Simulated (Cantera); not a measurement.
A Cantera script and its output.

```python
import numpy as np
import cantera as ct

gas = ct.Solution("gri30.yaml")
gas.TPX = 1350, 2666, {'H2': 0.032, 'O2': 1}
reactor = ct.IdealGasConstPressureReactor(gas, energy="off", clone=False)
net = ct.ReactorNet([reactor])
net.rtol, net.atol = 1e-08, 1e-18
show = ['H2', 'O2', 'H2O2', 'H', 'H2O', 'O']
times = np.geomspace(2e-06, 100, 13)

steps = ct.SolutionArray(gas, extra=["t"])
rows = []
print(f"{'t/s':>10s}{'T/K':>9s}{'P/Pa':>11s}" + "".join(f"{s:>11s}" for s in show))
for t in times:
    while net.time < t:
        t_next = net.step()
        steps.append(gas.state, t=t_next)
    rows.append([np.interp(t, steps.t, y) for y in (steps.T, steps.P, *steps(*show).X.T)])
    print(f"{t:10.3e}{rows[-1][0]:9.1f}{rows[-1][1]:11.4g}" + "".join(f"{x:11.3e}" for x in rows[-1][2:]))
rate = np.gradient(steps.T, steps.t)
print("integrator steps:", len(steps.t))
if steps.T.max() > steps.T[0] + 200:
    print(f"time of steepest temperature rise: {steps.t[rate.argmax()]:.4e} s")
gas.TPX = 1350, 2666, {'H2': 0.032, 'O2': 1}
gas.equilibrate("TP")
print(f"equilibrium (TP): T = {gas.T:.1f} K  " + "  ".join(f"{s} {gas[s].X[0]:.3e}" for s in show))
```

It prints:

```
       t/s      T/K       P/Pa         H2         O2       H2O2          H        H2O          O
 2.000e-06   1350.0       2666  3.101e-02  9.690e-01  2.241e-14  1.262e-09  1.760e-12  1.095e-10
 8.762e-06   1350.0       2666  3.101e-02  9.690e-01  4.272e-13  4.378e-09  1.254e-10  1.748e-09
 3.839e-05   1350.0       2666  3.101e-02  9.690e-01  8.125e-12  1.220e-08  6.640e-09  2.070e-08
 1.682e-04   1350.0       2666  3.101e-02  9.690e-01  1.498e-10  1.086e-07  3.725e-07  3.784e-07
 7.368e-04   1350.0       2666  2.810e-02  9.665e-01  1.683e-08  4.382e-04  2.071e-03  1.625e-03
 3.228e-03   1350.0       2666  3.308e-04  9.434e-01  7.584e-08  2.370e-03  2.788e-02  2.267e-02
 1.414e-02   1350.0       2666  2.356e-04  9.510e-01  7.108e-08  1.383e-03  2.886e-02  1.574e-02
 6.196e-02   1350.0       2666  7.716e-05  9.627e-01  5.049e-08  2.481e-04  3.039e-02  4.968e-03
 2.714e-01   1350.0       2666  8.950e-06  9.677e-01  1.847e-08  9.638e-06  3.119e-02  5.666e-04
 1.189e+00   1350.0       2666  7.862e-07  9.684e-01  3.875e-09  2.514e-07  3.141e-02  4.971e-05
 5.210e+00   1350.0       2666  1.004e-07  9.685e-01  7.836e-10  1.155e-08  3.147e-02  6.370e-06
 2.283e+01   1350.0       2666  4.085e-08  9.685e-01  4.051e-10  3.014e-09  3.148e-02  2.598e-06
 1.000e+02   1350.0       2666  4.025e-08  9.685e-01  4.012e-10  2.948e-09  3.148e-02  2.560e-06
integrator steps: 1622
equilibrium (TP): T = 1350.0 K  H2 4.025e-08  O2 9.685e-01  H2O2 4.012e-10  H 2.948e-09  H2O 3.148e-02  O 2.560e-06
```

Detailed kinetics in Cantera: GRI-Mech 3.0 (53 species, 325 reactions). Radical loss at walls, strong at low pressure, is not modelled.
